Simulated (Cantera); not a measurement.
Feed: 1 mol TiCl4, 0.34 mol N2, held at 1.00 bar.

Equilibrium computed with Cantera from the NASA thermochemical tables; the gas is ideal and each condensed phase is pure. Candidate condensed phases: Ti, TiCl2, TiCl3, TiCl4, TiN; 9 gas species. The tables' values for TiCl2 are old estimates; treat these amounts as uncertain. Kinetics and transport are ignored.

log p: log10 of the partial pressure in bar; nothing condenses.

```tsv
T (°C)	log p TiCl4	log p N2	log p TiCl3	log p Cl	log p Cl2	log p TiCl2	log p TiCl
952	-0.13	-0.60	-3.82	-4.35	-4.28	-10.83	<-12
1052	-0.13	-0.60	-3.33	-3.73	-3.84	-9.59	<-12
1152	-0.13	-0.60	-2.90	-3.21	-3.49	-8.52	<-12
1252	-0.13	-0.60	-2.52	-2.76	-3.19	-7.57	<-12
1352	-0.13	-0.60	[?]	[?]	[?]	-6.73	<-12
1452	-0.14	-0.60	-1.88	-2.03	-2.73	-5.99	<-12
1552	-0.15	-0.61	[?]	[?]	[?]	-5.31	[?]
1652	-0.17	-0.61	-1.38	-1.47	-2.42	-4.71	-9.87
1752	-0.20	-0.62	-1.17	-1.24	-2.30	-4.16	-8.86
1852	-0.24	-0.64	-0.99	-1.05	-2.22	-3.66	-7.93
```

**Question.** What belongs in the gaps?

**Answer.** 
- 1552, log p TiCl3: -1.62
- 1552, log p Cl: -1.73
- 1552, log p Cl2: -2.56
- 1552, log p TiCl: -10.99
- 1352, log p TiCl3: -2.18
- 1352, log p Cl: -2.37
- 1352, log p Cl2: -2.94
